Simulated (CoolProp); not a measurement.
Vapour-liquid equilibrium of fluoroethane (R161) (1) + R1234yf (2) at -3.35 °C; x and y are mole fractions of (1).

Values from CoolProp's multi-fluid Helmholtz-energy mixture model, Wu 2012 and Lemmon 2022; pair parameters Bell 2016.

| x | bubble pressure (bar) | y at the bubble point | dew pressure at overall composition x (bar) | liquid density (mol/L) |
|---|---|---|---|---|
| 0.05 | 2.888 | 0.072 | 2.866 | 10.60 |
| 0.15 | 3.031 | 0.203 | 2.972 | 11.00 |
| 0.25 | 3.167 | 0.322 | 3.084 | 11.43 |
| 0.35 | 3.294 | 0.430 | 3.199 | 11.89 |
| 0.45 | 3.413 | 0.529 | 3.319 | 12.38 |
| 0.55 | 3.523 | 0.621 | 3.439 | 12.92 |
| 0.65 | 3.625 | 0.708 | 3.558 | 13.49 |
| 0.75 | 3.716 | 0.792 | 3.672 | 14.11 |
| 0.85 | 3.799 | 0.874 | 3.776 | 14.79 |
| 0.95 | 3.872 | 0.958 | 3.866 | 15.52 |

No azeotrope shows between x = 0.05 and 0.95.

Pair parameters are fitted to limited data, so mixtures are less certain than the pure fluids.
